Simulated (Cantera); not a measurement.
Input (Python, Cantera):

```python
import numpy as np
import cantera as ct

surf = ct.Interface("diamond.yaml", "diamond_100")
gas, bulk = surf.adjacent["gas"], surf.adjacent["diamond"]
k = surf.kinetics_species_index(bulk.species_names[0])
cover = ["c6HH", "c6H*", "c6*H", "c6**", "c6HM", "c6B"]

rows, drift = [], 0.0
print(f"{'xCH3':>10s}{'um/h':>11s}" + "".join(f"{s:>11s}" for s in cover))
for v in [1e-06, 2.4e-06, 5.8e-06, 1.4e-05, 3.3e-05, 8e-05, 0.00019, 0.00046, 0.0011]:
    T, P, xH, xCH3 = 1275, 4100, 0.0063, v
    gas.TPX = T, P, {"H": xH, "CH3": xCH3, "CH4": 0.017, "H2": 1 - xH - xCH3 - 0.017}
    surf.TP = bulk.TP = T, P
    surf.coverages = "c6H*:0.1, c6HH:0.9"
    surf.advance_coverages(100.0)
    before = surf.coverages
    surf.advance_coverages(100.0)
    drift = max(drift, np.max(np.abs(surf.coverages - before) / (surf.coverages + 1e-9)))
    rate = surf.net_production_rates[k] * bulk.mean_molecular_weight / bulk.density * 3.6e9
    rows.append([rate, *surf[cover].coverages])
    print(f"{v:10.4g}{rate:11.4e}" + "".join(f"{x:11.3e}" for x in rows[-1][1:]))
```

Output:

```
      xCH3       um/h       c6HH       c6H*       c6*H       c6**       c6HM        c6B
     1e-06 9.4639e-03  3.968e-01  4.640e-02  5.168e-01  4.005e-02  3.005e-06  2.568e-11
   2.4e-06 2.2712e-02  3.968e-01  4.640e-02  5.168e-01  4.005e-02  7.211e-06  6.163e-11
   5.8e-06 5.4882e-02  3.968e-01  4.640e-02  5.167e-01  4.004e-02  1.742e-05  1.489e-10
   1.4e-05 1.3244e-01  3.968e-01  4.640e-02  5.167e-01  4.003e-02  4.205e-05  3.594e-10
   3.3e-05 3.1198e-01  3.967e-01  4.639e-02  5.166e-01  3.999e-02  9.908e-05  8.466e-10
     8e-05 7.5517e-01  3.966e-01  4.638e-02  5.165e-01  3.991e-02  2.400e-04  2.049e-09
   0.00019 1.7871e+00  3.964e-01  4.634e-02  5.161e-01  3.973e-02  5.686e-04  4.850e-09
   0.00046 4.2894e+00  3.959e-01  4.626e-02  5.151e-01  3.928e-02  1.369e-03  1.164e-08
    0.0011 1.0053e+01  3.946e-01  4.606e-02  5.129e-01  3.825e-02  3.231e-03  2.728e-08
```

Cantera simulation using the Harris–Goodwin 1993 mechanism for the reconstructed diamond (100) surface; the numbers are that mechanism's predictions, not measurements.
